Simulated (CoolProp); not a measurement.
Vapour pressure (MPa) of normal hydrogen: the reference equation beside estimates from Tc = 33.1 K, pc = 1.296 MPa, ω = -0.219. Clausius-Clapeyron is anchored at 22.5 K with a constant enthalpy of vaporisation of 0.8777 kJ/mol.

Computed with CoolProp (reference Helmholtz-energy equation of state, Leachman 2009).

| T (K) | reference | Clausius-Clapeyron | Soave-Redlich-Kwong |
|---|---|---|---|
| 19.9 | 0.08799 | 0.09792 | 0.08297 |
| 20.8 | 0.1148 | 0.1232 | 0.1105 |
| 21.6 | 0.1432 | 0.1487 | 0.1399 |
| 22.5 | 0.1808 | 0.1808 | 0.1790 |
| 23.4 | 0.2248 | 0.2165 | 0.2249 |
| 24.3 | 0.2759 | 0.2559 | 0.2784 |
| 25.2 | 0.3348 | 0.2988 | 0.3397 |
| 26.1 | 0.4019 | 0.3452 | 0.4096 |
| 27 | 0.4779 | 0.3951 | 0.4883 |
| 27.8 | 0.5535 | 0.4421 | 0.5661 |
| 28.7 | 0.6481 | 0.4980 | 0.6628 |
| 29.6 | 0.7537 | 0.5570 | 0.7697 |
| 30.5 | 0.8710 | 0.6188 | 0.8871 |
| 31.4 | 1.001 | 0.6833 | 1.015 |
| 32.3 | 1.145 | 0.7504 | 1.155 |

Absolute difference from the reference over all 15 rows, mean and median: Clausius-Clapeyron 16.0 and 14.1 %, Soave-Redlich-Kwong 2.0 and 1.9 %.
